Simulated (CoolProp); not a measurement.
Vapour-liquid equilibrium of n-hexane (1) + benzene (2) at 84.75 °C; x and y are mole fractions of (1).

Values from CoolProp's multi-fluid Helmholtz-energy mixture model, Thol 2019 and Thol 2012; pair parameters Bell 2016.

| x | bubble pressure (bar) | y at the bubble point | dew pressure at overall composition x (bar) | liquid density (mol/L) |
|---|---|---|---|---|
| 0.05 | 1.237 | 0.100 | 1.202 | 10.11 |
| 0.2 | 1.391 | (withheld) | 1.311 | 9.441 |
| 0.35 | 1.492 | 0.451 | (withheld) | 8.851 |
| 0.5 | 1.560 | 0.571 | (withheld) | (withheld) |
| 0.65 | 1.605 | 0.687 | 1.593 | 7.853 |
| 0.8 | (withheld) | 0.810 | 1.629 | 7.430 |
| 0.95 | 1.636 | 0.949 | 1.636 | 7.048 |

Task: What belongs in the gaps?

Result: 
- 0.2, y at the bubble point: 0.308
- 0.35, dew pressure at overall composition x (bar): 1.422
- 0.5, dew pressure at overall composition x (bar): 1.522
- 0.5, liquid density (mol/L): 8.324
- 0.8, bubble pressure (bar): 1.630

y crosses x between x = 0.8 and 0.95: the model has an azeotrope there.

Pair parameters are fitted to limited data, so mixtures are less certain than the pure fluids.
